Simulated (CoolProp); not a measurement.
Computed with CoolProp (reference Helmholtz-energy equation of state, Thol 2021).

### Question
Give the vapour pressure (kPa), liquid density (kg/m³), vapour density (kg/m³), enthalpy of vaporisation (kJ/kg) of saturated chlorine at 321.9, 375.7 K.

### Answer
```csv
T (K),p (kPa),liquid density (kg/m³),vapour density (kg/m³),enthalpy of vaporisation (kJ/kg)
321.9,1400,1320,44.3,228
375.7,4050,1100,138,163
```
